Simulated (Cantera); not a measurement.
Cantera with NASA thermochemical tables; ideal gases at 1 bar, condensed phases pure. Values are per mole of reaction as written; species without (g) are pure solids or liquids, kept so even where they would boil at 1 bar.

V2O5 → V2O3 + O2(g), with ΔH° = 331.8 kJ and ΔS° = 172.8 J/K at 300 K.

Task: How far is the shortcut ΔG° ≈ ΔH°(300 K) − T·ΔS°(300 K) from the full temperature-dependent value at 973, 1048, 1123, 1198, 1273, 1348, 1423, 1498 K?

Result: 
```
T (K)  shortcut (kJ)  full (kJ)  difference (kJ)  difference in log10 K  condensed phases
-----  -------------  ---------  ---------------  ---------------------  ----------------
973            163.7      167.9             -4.2                   0.23  V2O5(l), V2O3(s)
1048           150.8      160.8            -10.0                   0.50  V2O5(l), V2O3(s)
1123           137.8      153.7            -15.9                   0.74  V2O5(l), V2O3(s)
1198           124.8      146.6            -21.8                   0.95  V2O5(l), V2O3(s)
1273           111.9      139.7            -27.8                   1.14  V2O5(l), V2O3(s)
1348            98.9      132.7            -33.8                   1.31  V2O5(l), V2O3(s)
1423            86.0      125.8            -39.9                   1.46  V2O5(l), V2O3(s)
1498            73.0      118.9            -45.9                   1.60  V2O5(l), V2O3(s)
```
The shortcut ignores heat capacities and the phase changes listed.
